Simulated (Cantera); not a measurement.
Input: 1 mol Si2H6, 0.97 mol HCl, 92 mol N2, equilibrated at 10.0 mbar.

Method: chemical equilibrium by Gibbs-energy minimisation in Cantera with the NASA 1993 tables (ideal gas, pure condensed phases). Candidate condensed phases: NH4Cl, Si, Si3N4; 28 gas species. The feed counts by its element totals alone. N2 is the only nitrogen source here; it is nearly inert below about 1500 K, so the nitride shown seldom forms there in practice. Equilibrium is a limit: real reactors are often held back by kinetics, nucleation or transport. All values below are at 627 °C.

Base state: N2 0.958, H2 0.0317, HCl 0.0102 (mole fractions); condensed: Si3N4(s).

Question: What changes in the equilibrium state with this change: Si2H6 replaced by SiCl4?

Answer: 
```csv
species,before,after
N2,0.958,0.979
SiCl4,1.15e-6,0.0106
HCl,0.0102,0.0103
H2,0.0317,3.09e-8
"Si3N4(s), mol",0.667,0
```

Question: What changes in the equilibrium state with this change: Si2H6 replaced by Si2Cl6?

Answer: 
| species | before | after |
|---|---|---|
| N2 | 0.958 | 0.974 |
| SiCl4 | 1.15e-6 | 0.0161 |
| HCl | 0.0102 | 0.00981 |
| H2 | 0.0317 | 0.000245 |
| Si3N4(s), mol | 0.667 | 0.163 |
